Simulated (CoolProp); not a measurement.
200 sccm (0 °C, 1 atm) of nitrogen bubbles through liquid toluene at 277.7 K and leaves saturated at a total pressure of 0.0167 MPa (ideal gas phase). Each further row changes one setting.

Model: reference Helmholtz-energy equation of state, Lemmon 2006, in CoolProp. It is a short technical equation, of lower accuracy than the large ones.

```json
[
 {"case": "as stated", "vapour pressure (kPa)": "1.20", "mole fraction of vapour": "0.0720", "delivery (mg/min)": "63.8", "delivery (sccm)": "15.5", "change of delivery for a bath 1 K warmer (%)": "6.8"},
 {"case": "bath temperature 282.7 K", "vapour pressure (kPa)": "1.62", "mole fraction of vapour": "0.0972", "delivery (mg/min)": "88.5", "delivery (sccm)": "21.5", "change of delivery for a bath 1 K warmer (%)": "6.7"},
 {"case": "total pressure 0.0334 MPa", "vapour pressure (kPa)": "1.20", "mole fraction of vapour": "0.0360", "delivery (mg/min)": "30.7", "delivery (sccm)": "7.47", "change of delivery for a bath 1 K warmer (%)": "6.5"}
]
```
